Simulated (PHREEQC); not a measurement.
A column of 0.1 m (30 cells, dispersivity 0.0035 m, 300 s a shift, diffusion coefficient 3e-10 m²/s) holds 0.0077 eq of the database's cation exchanger X per kg of pore water, first in equilibrium with 0.027 mol/kgw Na2SO4, 0.0068 mol/kgw CaCl2 and 1e-05 mol/kgw HCl. It is flushed with 0.0043 mol MgCl2 and 1e-05 mol HCl per kg of water, at 15 °C. Values are for the last cell. No CO2 enters from the air. Nothing may precipitate in this run.

The series has 31 steps of pore volumes, from 0 to 4.017.

Computed with PHREEQC (ion-association model, phreeqc.dat).

Question: After how many pore volumes does Mg at the outlet first reach half of its feed value?

Answer: By 1.9 pore volumes.
